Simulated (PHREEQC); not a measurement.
## Leach liquor: speciation

Dissolve 0.0068 mol H2SO4, 9.4e-05 mol Al2(SO4)3 and 0.00023 mol Fe2(SO4)3 per kg of water at 25 °C. Closed to the air; pH follows from the charge balance.

All values are PHREEQC results (ion-association model, wateq4f.dat), not measurements.

Precipitation was switched off in this run.

Q: Estimate the pH, ionic strength.

A: pH 2.02; ionic strength 0.0161 mol/kgw.

Q: In which forms is Fe present?

A: FeSO4+ 83 %, Fe+3 6.7 %, Fe(SO4)2- 4.8 %, FeHSO4+2 3.1 %, FeOH+2 2.7 % of the Fe.

The solution is supersaturated, for example in Hematite (slow to form), Goethite (slow to form), so a real one may precipitate; this is no full list. Species that the database lacks are ignored.
